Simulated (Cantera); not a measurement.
Feed: 1 mol PbO, 2.4 mol CO, 1.3 mol CH₄, equilibrated at 2298 K and 1 atm.

These are equilibrium values from Cantera (NASA tables, ideal gas, pure condensed phases), not measurements of a reactor. Candidate condensed phases: C, C₆H₆, C₇H₈, C₈H₁₈, H₂O, Pb, PbO, PbO₂, Pb₃O₄; 113 gas species. The numbers say what is thermodynamically allowed, not how fast it happens.

Base state: CO 0.484, H₂ 0.366, Pb 0.142, H 0.00576, C₂H₂ (acetylene) 0.00157, Pb₂ 5.97e-5, CH₄ 2.92e-5 (mole fractions); condensed: C(graphite).

Problem. What changes in the equilibrium state with this change: temperature from 2298 K to 948 K?

Solution. 
```json
[
 {"species": "H₂", "before": "0.366", "after": "0.395"},
 {"species": "CO", "before": "0.484", "after": "0.301"},
 {"species": "CO₂", "before": "1.79e-6", "after": "0.161"},
 {"species": "Pb", "before": "0.142", "after": "4.73e-6"},
 {"species": "H₂O", "before": "7.55e-6", "after": "0.117"},
 {"species": "CH₄", "before": "2.92e-5", "after": "0.0271"},
 {"species": "H", "before": "0.00576", "after": "<1e-9"},
 {"species": "C₂H₂ (acetylene)", "before": "0.00157", "after": "<1e-9"},
 {"species": "Pb₂", "before": "5.97e-5", "after": "<1e-9"},
 {"species": "C(graphite), mol", "before": "0.278", "after": "1.45"},
 {"species": "Pb(l), mol", "before": "0", "after": "1.000"}
]
```

Problem. What changes in the equilibrium state with this change: pressure from 1 atm to 10.0 mbar?

Solution. 
```
species            before    after
----------------  -------  -------
CO                  0.484    0.472
H₂                  0.366    0.332
Pb                  0.142    0.139
H                 0.00576   0.0552
CH₄               2.92e-5  2.37e-7
Pb₂               5.97e-5  5.61e-7
C(graphite), mol    0.278    0.279
```

Problem. What changes in the equilibrium state with this change: CH₄ from 1.3 to 0.37 mol?

Solution. 
| species | before | after |
|---|---|---|
| CO | 0.484 | 0.544 |
| Pb | 0.142 | 0.219 |
| H₂ | 0.366 | 0.0945 |
| CO₂ | 1.79e-6 | 0.0696 |
| H₂O | 7.55e-6 | 0.0677 |
| C₂H₂ (acetylene) | 0.00157 | <1e-9 |
| PbO | 3.45e-8 | 0.00185 |
| CH₄ | 2.92e-5 | <1e-9 |
| OH | 1.91e-8 | 0.000337 |
| C(graphite), mol | 0.278 | 0 |
Gases not in the tables: (PbO)n polymers.
